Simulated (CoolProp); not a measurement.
Vapour-liquid equilibrium of cyclohexane (1) + ethylbenzene (2) at 496.3 K; x and y are mole fractions of (1).

The numbers come from the multi-fluid Helmholtz-energy mixture model, Zhou 2014 and Zhou 2012; pair parameters Bell 2016 in CoolProp.

Q: Give the bubble pressure and the first vapour's composition at x = 0.35, 0.45, 0.75. Is there an azeotrope?

A: x = 0.35: 1.112 MPa, y = 0.560; x = 0.45: 1.237 MPa, y = 0.651; x = 0.75: 1.602 MPa, y = 0.855. No azeotrope shows between x = 0.05 and 0.95.

The pair parameters rest on a limited set of measurements; away from them the model extrapolates.
